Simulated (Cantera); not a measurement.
A freely propagating, adiabatic, planar premixed flame of CO : H2 : O2 : N2 : CO2 = 1 : 0.1 : 0.5 : 2 : 0.31 (molar parts), equivalence ratio 1.1, unburnt at 400 K and 500000 Pa; mixture-averaged transport, grid criteria slope 0.08 and curve 0.16, no radiation.

Detailed kinetics in Cantera: GRI-Mech 3.0 (53 species, 325 reactions). The hydrogen kinetics of GRI-Mech 3.0 are dated; newer H2 mechanisms differ, most at raised pressure. Burning velocities carry a grid error of a few per cent, more on coarse grids.

Question: Predict: laminar burning velocity; thermal thickness; peak x(HO2).

Answer: 
```json
{
  "laminar_burning_velocity": "38.3 cm/s",
  "thermal_thickness": "0.150 mm",
  "peak x(HO2)": "0.000351"
}
```
